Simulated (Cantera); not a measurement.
Feed: 1 mol Si, 0.65 mol HCl, 4.2 mol H2, 0.75 mol Cl2, held at 1125 °C and 270 Torr.

Method: chemical equilibrium by Gibbs-energy minimisation in Cantera with the NASA 1993 tables (ideal gas, pure condensed phases). Candidate condensed phases: Si; 19 gas species. The tables' values for SiCl3 are old estimates; treat these amounts as uncertain. Equilibrium is a limit: real reactors are often held back by kinetics, nucleation or transport.

Base state: H2 0.786, HCl 0.110, SiCl2 0.0453, SiCl4 0.0272, SiCl3 0.0170, SiHCl3 0.0137, SiH2Cl2 0.00103, SiH3Cl 2.24e-5 (mole fractions); condensed: Si(s).

**Question.** What changes in the equilibrium state with this change: Si replaced by SiCl4?

**Answer.** 
```csv
species,before,after
H2,0.786,0.484
HCl,0.110,0.367
SiCl4,0.0272,0.112
SiCl2,0.0453,0.0103
SiHCl3,0.0137,0.0103
SiCl3,0.0170,0.0164
SiH3Cl,2.24e-5,5.75e-7
SiH2Cl2,0.00103,0.000144
"Si(s), mol",0.445,0
```

**Question.** What changes in the equilibrium state with this change: H2 from 4.2 to 18 mol?

**Answer.** 
| species | before | after |
|---|---|---|
| H2 | 0.786 | 0.917 |
| HCl | 0.110 | 0.0628 |
| SiCl2 | 0.0453 | 0.0127 |
| SiCl4 | 0.0272 | 0.00213 |
| SiCl3 | 0.0170 | 0.00251 |
| SiHCl3 | 0.0137 | 0.00219 |
| SiH2Cl2 | 0.00103 | 0.000337 |
| SiH3Cl | 2.24e-5 | 1.49e-5 |
| Si(s), mol | 0.445 | 0.617 |
